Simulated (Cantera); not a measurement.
Silicon carbide growth: SiH₄ + CH₄ + H₂

Input: 1 mol SiH₄, 0.49 mol CH₄, 33 mol H₂, at 0.0620 bar.

Method: chemical equilibrium by Gibbs-energy minimisation in Cantera with the NASA 1993 tables (ideal gas, pure condensed phases). Candidate condensed phases: C, C₆H₆, C₇H₈, C₈H₁₈, Si, SiC; 87 gas species. Mutual solubility and eutectic melting of coexisting phases are not modelled. Gases not in the tables: Si₂H₆ and higher silanes. Kinetics and transport are ignored.

```json
[
 {"T (K)": "1023", "log p H₂": "-1.21", "log p H": "-8.99", "log p Si": "<-13", "log p SiH": "<-13", "log p SiH₂": "-10.95", "log p Si₂C": "<-13", "log p Si₂": "<-13", "n Si(s)": "0.510", "n SiC(s)": "0.490", "n Si(l)": "0"},
 {"T (K)": "1123", "log p H₂": "-1.21", "log p H": "-7.97", "log p Si": "-13.19", "log p SiH": "-12.39", "log p SiH₂": "-9.85", "log p Si₂C": "<-13", "log p Si₂": "<-13", "n Si(s)": "0.510", "n SiC(s)": "0.490", "n Si(l)": "0"},
 {"T (K)": "1223", "log p H₂": "-1.21", "log p H": "-7.13", "log p Si": "-11.49", "log p SiH": "-10.98", "log p SiH₂": "-8.93", "log p Si₂C": "<-13", "log p Si₂": "<-13", "n Si(s)": "0.510", "n SiC(s)": "0.490", "n Si(l)": "0"},
 {"T (K)": "1323", "log p H₂": "-1.21", "log p H": "-6.40", "log p Si": "-10.05", "log p SiH": "-9.79", "log p SiH₂": "-8.16", "log p Si₂C": "<-13", "log p Si₂": "<-13", "n Si(s)": "0.510", "n SiC(s)": "0.490", "n Si(l)": "0"},
 {"T (K)": "1423", "log p H₂": "-1.21", "log p H": "-5.78", "log p Si": "-8.82", "log p SiH": "-8.77", "log p SiH₂": "-7.49", "log p Si₂C": "-11.91", "log p Si₂": "-11.96", "n Si(s)": "0.510", "n SiC(s)": "0.490", "n Si(l)": "0"},
 {"T (K)": "1523", "log p H₂": "-1.21", "log p H": "-5.24", "log p Si": "-7.74", "log p SiH": "-7.88", "log p SiH₂": "-6.91", "log p Si₂C": "-10.48", "log p Si₂": "-10.57", "n Si(s)": "0.510", "n SiC(s)": "0.490", "n Si(l)": "0"},
 {"T (K)": "1623", "log p H₂": "-1.21", "log p H": "-4.76", "log p Si": "-6.81", "log p SiH": "-7.11", "log p SiH₂": "-6.40", "log p Si₂C": "-9.24", "log p Si₂": "-9.35", "n Si(s)": "0.510", "n SiC(s)": "0.490", "n Si(l)": "0"},
 {"T (K)": "1723", "log p H₂": "-1.21", "log p H": "-4.34", "log p Si": "-6.01", "log p SiH": "-6.45", "log p SiH₂": "-5.98", "log p Si₂C": "-8.17", "log p Si₂": "-8.33", "n Si(s)": "0", "n SiC(s)": "0.490", "n Si(l)": "0.509"},
 {"T (K)": "1823", "log p H₂": "-1.21", "log p H": "-3.97", "log p Si": "-5.35", "log p SiH": "-5.93", "log p SiH₂": "-5.66", "log p Si₂C": "-7.28", "log p Si₂": "-7.54", "n Si(s)": "0", "n SiC(s)": "0.490", "n Si(l)": "0.505"},
 {"T (K)": "1923", "log p H₂": "-1.21", "log p H": "-3.63", "log p Si": "-4.77", "log p SiH": "-5.46", "log p SiH₂": "-5.38", "log p Si₂C": "-6.48", "log p Si₂": "-6.84", "n Si(s)": "0", "n SiC(s)": "0.490", "n Si(l)": "0.495"},
 {"T (K)": "2023", "log p H₂": "-1.21", "log p H": "-3.33", "log p Si": "-4.24", "log p SiH": "-5.04", "log p SiH₂": "-5.13", "log p Si₂C": "-5.77", "log p Si₂": "-6.21", "n Si(s)": "0", "n SiC(s)": "0.489", "n Si(l)": "0.466"}
]
```
log p: log10 of the partial pressure in bar; n: condensed amount in mol.

From 1023 K to 1623 K the condensed part is Si(s) + SiC(s). From 1723 K to 2023 K the condensed part is Si(l) + SiC(s). The main Si-bearing gas is SiH₄ at 1023 K and Si at 2023 K.
